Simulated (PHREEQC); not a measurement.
Consider water at 35 °C with 0.0014 mol/kgw HF, 0.00026 mol/kgw NiCl2 and 3.4e-05 mol/kgw KCl. Closed to the air; pH follows from the charge balance.

The numbers come from PHREEQC with the ion-association model, wateq4f.dat.

Precipitation was switched off in this run.

Task: Order these F species by the share of F that they hold, largest first: HF, H2F2, NiF+, HF2-, F-.

Result: HF (52 %), F- (47 %), HF2- (0.28 %), NiF+ (0.20 %), H2F2 (0.14 %)

The pH is 3.19 and the ionic strength 0.00147 mol/kgw.
